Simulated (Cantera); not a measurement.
A perfectly stirred reactor is fed with CH4 : H2 = 1 : 1.6 (molar parts), at 0.000128 atm; it is held at 1575 K, and followed from long to short residence time.

Model: GRI-Mech 3.0 (53 species, 325 reactions), integrated in Cantera. GRI-Mech 3.0 stops at C3 and has no aromatics, soot or wall deposition, so with more carbon than oxygen in the feed, carbon stays in small species such as C2H2 where larger ones or solid carbon would form. Radical loss at walls, strong at low pressure, is not modelled.

Problem. What does this change do: temperature 1575 to 1823 K?

Solution. 
```tsv
quantity	before	after
x(CH4) at τ = 12.0 s	0.280	0.0856
x(H2) at τ = 12.0 s	0.680	0.802
x(C2H4) at τ = 12.0 s	0.00430	0.00107
x(CH2) at τ = 12.0 s	7.82e-7	6.96e-6
x(H) at τ = 12.0 s	0.000349	0.00209
x(CH4) at τ = 0.230 s	0.385	0.377
x(H2) at τ = 0.230 s	0.615	0.618
x(C2H4) at τ = 0.230 s	4.66e-7	0.000859
x(CH2) at τ = 0.230 s	5.57e-10	1.18e-6
x(H) at τ = 0.230 s	5.64e-6	0.000272
```

Problem. What does this change do: temperature 1575 to 1000 K?

Solution. 
| quantity | before | after |
|---|---|---|
| x(CH4) at τ = 12.0 s | 0.280 | 0.385 |
| x(H2) at τ = 12.0 s | 0.680 | 0.615 |
| x(C2H4) at τ = 12.0 s | 0.00430 | <1e-12 |
| x(CH2) at τ = 12.0 s | 7.82e-7 | <1e-12 |
| x(H) at τ = 12.0 s | 0.000349 | 1.19e-11 |
| x(CH4) at τ = 0.230 s | 0.385 | 0.385 |
| x(H2) at τ = 0.230 s | 0.615 | 0.615 |
| x(C2H4) at τ = 0.230 s | 4.66e-7 | <1e-12 |
| x(CH2) at τ = 0.230 s | 5.57e-10 | <1e-12 |
| x(H) at τ = 0.230 s | 5.64e-6 | <1e-12 |
